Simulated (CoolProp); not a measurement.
Vapour-liquid equilibrium of R125 (1) + R245fa (2) at 0.233 bar; x and y are mole fractions of (1).

The numbers come from the multi-fluid Helmholtz-energy mixture model, Lemmon 2005 and Akasaka 2015; pair parameters Bell 2016 in CoolProp.

Q: Give the bubble temperature and the first vapour's composition at x = 0.05, 0.35, 0.575. Is there an azeotrope?

A: x = 0.05: 242.5 K, y = 0.563; x = 0.35: 214.4 K, y = 0.957; x = 0.575: 207.2 K, y = 0.984. No azeotrope shows between x = 0.05 and 0.95.

The pair parameters rest on a limited set of measurements; away from them the model extrapolates.
